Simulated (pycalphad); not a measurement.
CALPHAD calculation (pycalphad, COST 507 light-alloy database (1999)), 1 atm. These are 1990s assessments: newer ones move some temperatures and phases. Kinetics are ignored, which matters at the lower temperatures.

### Question
How does the equilibrium phase assembly of Ti-9.75B (at.%) change on cooling from 2850 K to 525 K?

### Answer
```json
[
 {"T (K)": "1873.1", "phases above": "liquid", "phases below": "BM + liquid"},
 {"T (K)": "1814.1", "phases above": "BM + liquid", "phases below": "bcc + BM"},
 {"T (K)": "1156.1", "phases above": "bcc + BM", "phases below": "BM + hcp"}
]
```
Changes were sought between steps of 75 K, so a narrower field can be missed.

Database names, with the compositions (at.%) that they take in these runs: BM: Ti 50 B 50.
